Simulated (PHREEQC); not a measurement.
# Leach liquor (model solution)

Make-up at 92 °C: 0.0056 mol H2SO4, 0.032 mol CuSO4 and 0.0058 mol MgSO4 per kg of water. Closed to the air; pH follows from the charge balance.

Model: ion-association model, phreeqc.dat, run in PHREEQC.

| Quantity | Value |
|---|---|
| pH | 2.71 |
| ionic strength | 0.0828 mol/kgw |
| specific conductance | 13200 µS/cm |
| density | 0.970 g/cm³ |
| total alkalinity | -11.2 meq/kg |

| species | molality | activity | log γ |
|---|---|---|---|
| Cu+2 | 0.0191 | 0.00716 | -0.426 |
| SO4-2 | 0.0177 | 0.00617 | -0.458 |
| CuSO4 | 0.0129 | 0.0132 | 0.008 |
| HSO4- | 0.00882 | 0.00674 | -0.117 |
| MgSO4 | 0.00398 | 0.00406 | 0.008 |
| H+ | 0.00238 | 0.00194 | -0.090 |
| Mg+2 | 0.00182 | 0.000686 | -0.423 |
| Cu2(OH)2+2 | 4.00e-7 | 1.37e-7 | -0.467 |
| CuOH+ | 4.89e-8 | 3.69e-8 | -0.122 |

This is a speciation only: nothing precipitates in the calculation. Constants without temperature data keep their 25 °C values here.
